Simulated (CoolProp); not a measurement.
Vapour-liquid equilibrium of R22 (1) + dimethyl ether (2) at 10.25 °C; x and y are mole fractions of (1).

Values from CoolProp's multi-fluid Helmholtz-energy mixture model, Kamei 1995 and Wu 2011; pair parameters Bell 2016.

Q: Give the bubble pressure and the first vapour's composition at x = 0.05, 0.65, 0.75. Is there an azeotrope?

A: x = 0.05: 0.3722 MPa, y = 0.041; x = 0.65: 0.4527 MPa, y = 0.796; x = 0.75: 0.5105 MPa, y = 0.889. y crosses x between x = 0.15 and 0.25: the model has an azeotrope there.

The pair parameters rest on a limited set of measurements; away from them the model extrapolates.
